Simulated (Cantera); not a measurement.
Input: 1 mol Si, 1.9 mol Cl2, 0.66 mol H2, 5.9 mol HCl, at 700 K and 0.133 bar.

Method: chemical equilibrium by Gibbs-energy minimisation in Cantera with the NASA 1993 tables (ideal gas, pure condensed phases). Candidate condensed phases: Si; 19 gas species. The numbers say what is thermodynamically allowed, not how fast it happens.

Base state: HCl 0.764, SiCl4 0.134, H2 0.102 (mole fractions); condensed: gas only.

**Question.** What changes in the equilibrium state with this change: 0.039 mol HF added?

**Answer.** 
```json
[
 {"species": "HCl", "before": "0.764", "after": "0.765"},
 {"species": "SiCl4", "before": "0.134", "after": "0.132"},
 {"species": "H2", "before": "0.102", "after": "0.101"},
 {"species": "SiF4", "before": "0", "after": "0.00130"},
 {"species": "HF", "before": "0", "after": "1.15e-5"}
]
```
